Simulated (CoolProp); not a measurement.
Propane at 458.62 K and 2.05 MPa flows at 0.7 m/s in a round tube of 25 mm bore and 15 µm roughness, fully developed (64/Re and Nu = 3.66 if laminar; Colebrook and Gnielinski if turbulent). Each further row changes one setting.

Computed with CoolProp (reference Helmholtz-energy equation of state, Lemmon 2009).

```json
[
 {"case": "as stated", "Reynolds number": "35300", "Darcy friction factor": "0.0243", "pressure drop (Pa/m)": "6.15", "heat-transfer coefficient (W/(m² K))": "151", "mass flow (kg/h)": "32.0"},
 {"case": "velocity 1.4 m/s", "Reynolds number": "70700", "Darcy friction factor": "0.0217", "pressure drop (Pa/m)": "22.0", "heat-transfer coefficient (W/(m² K))": "272", "mass flow (kg/h)": "64.0"},
 {"case": "diameter 50 mm", "Reynolds number": "70700", "Darcy friction factor": "0.0206", "pressure drop (Pa/m)": "2.61", "heat-transfer coefficient (W/(m² K))": "129", "mass flow (kg/h)": "128"}
]
```

Viscosity comes from a separate model (Vogel 1998). Thermal conductivity comes from a separate model (Marsh 2002).
